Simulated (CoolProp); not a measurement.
Vapour-liquid equilibrium of n-hexane (1) + p-xylene (2) at 300.6 K; x and y are mole fractions of (1).

Computed with CoolProp (multi-fluid Helmholtz-energy mixture model, Thol 2019 and Zhou 2012; pair parameters Bell 2016).

Q: Give the bubble pressure and the first vapour's composition at x = 0.5, 0.65, 0.8. Is there an azeotrope?

A: x = 0.5: 0.01303 MPa, y = 0.942; x = 0.65: 0.01579 MPa, y = 0.964; x = 0.8: 0.01852 MPa, y = 0.981. No azeotrope shows between x = 0.05 and 0.95.

The pair parameters rest on a limited set of measurements; away from them the model extrapolates.
